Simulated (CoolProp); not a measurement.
Vapour-liquid equilibrium of R13 (1) + R11 (2) at -47.95 °C; x and y are mole fractions of (1).

Computed with CoolProp (multi-fluid Helmholtz-energy mixture model, Platzer 1990 and Jacobsen 1992; pair parameters Bell 2016). This equation is an older, rougher fit; its heat capacities, sound speeds and derivatives of the liquid may be far off and weren't checked against measurements.

```tsv
x	bubble pressure (kPa)	y at the bubble point	dew pressure at overall composition x (kPa)	liquid density (mol/L)
0.05	___	___	3.202	12.03
0.2	146.0	0.981	3.801	12.32
0.35	220.2	0.989	4.676	12.59
0.5	276.2	0.992	6.072	12.84
0.65	323.4	0.994	8.661	13.06
0.8	370.7	0.996	15.10	13.21
0.95	428.5	___	___	13.26
```

Problem. Fill in the missing entries.

Solution. 
- 0.05, bubble pressure (kPa): 44.36
- 0.05, y at the bubble point: 0.933
- 0.95, y at the bubble point: 0.999
- 0.95, dew pressure at overall composition x (kPa): 58.81

No azeotrope shows between x = 0.05 and 0.95.

Pair parameters are fitted to limited data, so mixtures are less certain than the pure fluids. With so large a gap from Raoult's law the liquid may split in two, which this calculation doesn't test in full.
